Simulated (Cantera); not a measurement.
What does this Cantera script print?

```python
import numpy as np
import cantera as ct

gas_names = """
    Ca F2
""".split()
cond_names = """
    CaF2(a) CaF2(b) CaF2(L)
""".split()


# ... load() reads the species with a 1 bar reference pressure and builds the phases ...
species = {s.name: s for s in load("nasa_gas.yaml", gas_names) + load("nasa_condensed.yaml", cond_names)}
# Each term lists the table entries of one substance; the one whose range holds T is used.
reactions = {
    'CaF2 = Ca(g) + F2(g)':
        [(-1, ['CaF2(a)', 'CaF2(b)', 'CaF2(L)']), (1, ['Ca']), (1, ['F2'])],
}


def pick(names, T):
    return next(species[n] for n in names if species[n].thermo.min_temp <= T <= species[n].thermo.max_temp)


results = []
for label, terms in reactions.items():
    print(label)
    print("     T/K   dH/kJ  dS/(J/K)   dG/kJ   log10 K")
    for T in [900, 1050, 1200, 1350, 1500, 1650]:
        used = [(nu, pick(names, T)) for nu, names in terms]
        dH = sum(nu * s.thermo.h(T) for nu, s in used) / 1e6
        dS = sum(nu * s.thermo.s(T) for nu, s in used) / 1e3
        dG = dH - T * dS / 1e3
        logK = -dG * 1e6 / (ct.gas_constant * T * np.log(10))
        results.append((label, T, dH, dS, dG, logK, [s.name for _, s in used]))
        print(f"{T:8g} {dH:8.1f} {dS:8.1f} {dG:8.1f} {logK:8.2f}")
```

It prints:

```
CaF2 = Ca(g) + F2(g)
     T/K   dH/kJ  dS/(J/K)   dG/kJ   log10 K
     900   1389.8    264.6   1151.6   -66.84
    1050   1385.1    259.8   1112.3   -55.33
    1200   1379.7    255.0   1073.7   -46.74
    1350   1373.6    250.2   1035.8   -40.08
    1500   1360.7    241.1    998.9   -34.79
    1650   1350.9    234.9    963.2   -30.49
```

Standard-state values (1 bar) from the NASA 1993 polynomials, evaluated with Cantera. Condensed species are held in their standard states even where they would react or evaporate.
